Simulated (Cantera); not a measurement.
# Stirred combustor or abatement burner

A perfectly stirred reactor is fed with 4.36 % CH4, 18.6 % O2, 69.7 % N2, 7.40 % CO2, at 500000 Pa; it is adiabatic with a 723 K inlet, and is followed from long to short residence time, starting on the burning branch (τ in s: 0.039, 0.017, 0.0071, 0.003, 0.0013, 0.00056, 0.00024, 0.0001, 4.4e-05, 1.9e-05, 8.1e-06).

Computed with Cantera and GRI-Mech 3.0 (53 species, 325 reactions).

| τ (s) | T (K) | x CH4 | x O2 | x CO2 | x NO | x C2H2 | x H2O | x H2O2 |
|---|---|---|---|---|---|---|---|---|
| 0.039 | 1657 | 1.89e-5 | 0.0985 | 0.117 | 2.38e-6 | 8.58e-9 | 0.0869 | 1.14e-7 |
| 0.017 | 1654 | 3.38e-5 | 0.0986 | 0.117 | 2.33e-6 | 1.73e-8 | 0.0868 | 1.66e-7 |
| 0.0071 | 1650 | 6.26e-5 | 0.0989 | 0.116 | 2.21e-6 | 3.31e-8 | 0.0866 | 2.46e-7 |
| 0.0030 | 1641 | 0.000117 | 0.0993 | 0.116 | 1.89e-6 | 5.99e-8 | 0.0863 | 3.64e-7 |
| 0.0013 | 1625 | 0.000228 | 0.100 | 0.114 | 1.36e-6 | 1.09e-7 | 0.0858 | 5.40e-7 |
| 0.00056 | 1587 | 0.000560 | 0.103 | 0.109 | 6.58e-7 | 2.83e-7 | 0.0847 | 9.22e-7 |
| 0.00024 | 723 | 0.0436 | 0.186 | 0.0740 | <1e-12 | <1e-12 | <1e-12 | <1e-12 |
| 0.00010 | 723 | 0.0436 | 0.186 | 0.0740 | <1e-12 | <1e-12 | <1e-12 | <1e-12 |
| 4.4e-5 | 723 | 0.0436 | 0.186 | 0.0740 | <1e-12 | <1e-12 | <1e-12 | <1e-12 |
| 1.9e-5 | 723 | 0.0436 | 0.186 | 0.0740 | <1e-12 | <1e-12 | <1e-12 | <1e-12 |
| 8.1e-6 | 723 | 0.0436 | 0.186 | 0.0740 | <1e-12 | <1e-12 | <1e-12 | <1e-12 |
x: mole fraction; the columns are a selection and need not sum to one.
